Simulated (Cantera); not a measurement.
# Thermodynamics of carbothermic reduction, feed Cu2O + CH4 + N2 + C

Feed: 1 mol Cu2O, 1.2 mol CH4, 0.28 mol N2, 0.92 mol C, held at 5700 Torr.

Cantera equilibrium calculation (NASA polynomials, part measured and part estimated; ideal gas, pure solids and liquids). Candidate condensed phases: C, C6H6, C7H8, C8H18, Cu, CuO, Cu(OH)2, Cu2O, H2O; 139 gas species. Kinetics and transport are ignored.

| T (K) | x H2 | x CO | x H2O | x CH4 | x N2 | x CO2 | n C(graphite) | n Cu(s) | n Cu(l) |
|---|---|---|---|---|---|---|---|---|---|
| 898 | 0.307 | 0.0399 | 0.235 | 0.229 | 0.117 | 0.0711 | 1.30 | 2.00 | 0 |
| 998 | 0.441 | 0.109 | 0.150 | 0.144 | 0.102 | 0.0537 | 1.28 | 2.00 | 0 |
| 1098 | 0.536 | 0.195 | 0.0730 | 0.0798 | 0.0896 | 0.0263 | 1.18 | 2.00 | 0 |
| 1198 | 0.590 | 0.246 | 0.0294 | 0.0425 | 0.0821 | 0.00897 | 1.11 | 2.00 | 0 |
| 1298 | 0.619 | 0.265 | 0.0116 | 0.0232 | 0.0789 | 0.00282 | 1.09 | 2.00 | 0 |
| 1398 | 0.633 | 0.270 | 0.00492 | 0.0133 | 0.0775 | 0.000971 | 1.09 | 0 | 2.00 |
| 1498 | 0.641 | 0.272 | 0.00230 | 0.00809 | 0.0768 | 0.000379 | 1.10 | 0 | 2.00 |
x: gas mole fraction; n: condensed amount in mol.

From 898 K to 1298 K the condensed part is C(graphite) + Cu(s). From 1398 K to 1498 K the condensed part is C(graphite) + Cu(l).
